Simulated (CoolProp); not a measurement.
A single-stage vapour-compression cycle with the fluid: evaporating at 265.15 K (dew point), condensing at 308.15 K (bubble point), superheat 5 K, subcooling 8 K, compressor efficiency 0.9, no pressure losses. The same conditions are run with several fluids, on thermodynamics alone (safety and materials aside).

Computed with CoolProp (reference Helmholtz-energy equation of state of each fluid (isobutane: Bücker 2006; R407C: Lemmon 2003; cis-2-butene: Lemmon 2005; R227EA: Lemmon 2016; R1224YDZ: Akasaka 2023; CH3F (R41): Lemmon 2006)). Blends and air are pseudo-pure fits.

Task: Rank isobutane, R407C, cis-2-butene, R227EA, R1224YDZ, CH3F (R41) by cooling COP, highest first.

Result: cis-2-butene (5.03), R1224YDZ (4.96), isobutane (4.90), R227EA (4.61), R407C (4.06), CH3F (R41) (3.94)

| fluid | pressure ratio | discharge temperature (K) | refrigerating effect (kJ/kg) | volumetric capacity (kJ/m³) |
|---|---|---|---|---|
| isobutane | 3.97 | 312.9 | 288 | 910 |
| R407C | 4.48 | 336.3 | 170 | 2460 |
| cis-2-butene | 4.60 | 324.4 | 356 | 578 |
| R227EA | 4.26 | 308.1 | 92.1 | 1060 |
| R1224YDZ | 5.42 | 313.9 | 144 | 375 |
| CH3F (R41) | 2.95 | 352.3 | 270 | 8590 |

The compression ends wet for: R227EA.
